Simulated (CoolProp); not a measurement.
Properties of R236FA along the isotherm 126.85 °C (Tc = 124.9 °C, pc = 3.191 MPa, ω = 0.377).

The numbers come from the reference Helmholtz-energy equation of state, Pan 2012 in CoolProp.

```
p (MPa)          phase  speed of sound (m/s)  Joule-Thomson coefficient (K/MPa)  expansivity (1/kK)  viscosity (µPa s)  Prandtl number  fugacity coefficient
-------  -------------  --------------------  ---------------------------------  ------------------  -----------------  --------------  --------------------
2.9                gas                 91.94                              16.55               22.00               19.2            1.22                0.6980
5.8      supercritical                 206.9                              1.277               7.441               90.3            2.88                0.4231
8.7      supercritical                 270.7                             0.5753               4.657                109            2.89                0.3223
11.6     supercritical                 316.5                             0.3005               3.626                124            2.96                0.2741
14.5     supercritical                 353.7                             0.1490               3.062                136            3.05                0.2475
17.4     supercritical                 385.5                            0.05161               2.696                148            3.14                0.2320
20.3     supercritical                 413.6                           -0.01667               2.436                159            3.23                0.2231
23.2     supercritical                 439.0                           -0.06739               2.240                169            3.32                0.2186
26.1     supercritical                 462.2                            -0.1066               2.085                179            3.41                0.2171
29       supercritical                 483.7                            -0.1380               1.959                189            3.50                0.2180
31.9     supercritical                 503.7                            -0.1636               1.854                199            3.59                0.2208
```

Viscosity comes from a separate model (Huber 2003), an estimate that may be off by 10 % or more. Thermal conductivity comes from a separate model (Huber 2003), an estimate that may be off by 10 % or more.
